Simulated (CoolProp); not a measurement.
Saturation properties of CHF3 (R23).

Values from CoolProp's reference Helmholtz-energy equation of state, Penoncello 2003.

```tsv
T (°C)	p (MPa)	vapour density (kg/m³)	surface tension (mN/m)	liquid viscosity (µPa s)	vapour viscosity (µPa s)	liquid conductivity (mW/(m K))
-100.25	0.03100	1.541	20.3	421	8.47	153
-91.25	0.05757	2.747	18.6	357	8.97	144
-82.25	0.09997	4.604	16.9	306	9.46	135
-73.25	0.1640	7.333	15.2	266	9.95	128
-64.35	0.2551	11.15	13.5	233	10.4	121
-55.35	0.3828	16.44	11.9	205	10.9	114
-46.35	0.5543	23.57	10.3	181	11.4	108
-37.35	0.7786	33.04	8.69	160	12.0	103
-28.35	1.065	45.50	7.15	142	12.5	97.0
-19.35	1.424	61.90	5.67	125	13.1	91.4
-10.35	1.866	83.69	4.25	109	13.9	85.6
-1.35	2.405	113.3	2.93	94.7	14.8	79.5
```

It boils at -82.0 °C under 1 atm.

Viscosity comes from a separate model (Shan 2000). Thermal conductivity comes from a separate model (Shan 2000). Surface tension comes from a separate correlation (Mulero 2012).
